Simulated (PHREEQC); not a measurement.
1 kg of water holding 57 mmol/kgw NaHCO3, 76 mmol/kgw KCl, 15 mmol/kgw Na2CO3 and 19 mmol/kgw NaCl is evaporated at 20 °C; the solids stay in contact with the brine. CO2 is held at log p = -3.4 (atm). Solids allowed: Halite, Kalicinite, Nahcolite, Natron, Sylvite, Trona. Others were left out.

Equilibrium calculation in PHREEQC: Pitzer model, pitzer.dat.

```csv
water left (kg),ionic strength,water activity,Sylvite (mol),Trona (mol),Cl in solution (mol/kgw)
1,0.205,0.995,0,0,0.0950
0.5554,0.378,0.990,0,0,0.171
0.3085,0.693,0.983,0,0,0.308
0.1715,1.26,0.971,0,0,0.554
0.09542,2.30,0.949,0,0,0.996
0.05318,4.15,0.907,0,0,[?]
0.02974,7.45,0.820,0,0,3.19
0.01623,9.02,0.763,0.0260,0.0113,[?]
0.008548,8.61,0.754,[?],0.0217,4.88
0.004306,8.36,0.717,0.0679,0.0270,6.30
```

### Question
Complete the blanks.

### Answer

- 0.05318, Cl in solution (mol/kgw): 1.79
- 0.01623, Cl in solution (mol/kgw): 4.25
- 0.008548, Sylvite (mol): 0.0533
